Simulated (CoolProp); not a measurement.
Properties of R11 along the isobar 18.1 MPa.

The numbers come from the reference Helmholtz-energy equation of state, Jacobsen 1992 in CoolProp.

| T (K) | phase | Z | conductivity (mW/(m K)) | fugacity coefficient |
|---|---|---|---|---|
| 190.4 | liquid | 0.9077 | 126 | 2.418e-5 |
| 234.6 | liquid | 0.7751 | 111 | 0.0006675 |
| 278.8 | liquid | 0.6886 | 98.4 | 0.005512 |
| 323.1 | liquid | 0.6308 | 87.2 | 0.02306 |
| 367.3 | liquid | 0.5937 | 77.1 | 0.06312 |
| 411.5 | liquid | 0.5735 | 67.9 | 0.1309 |
| 455.8 | liquid | 0.5694 | 59.5 | 0.2239 |
| 500 | supercritical | 0.5832 | 52.1 | 0.3326 |

Thermal conductivity comes from a separate model (McLinden 2000), an estimate that may be off by 10 % or more.
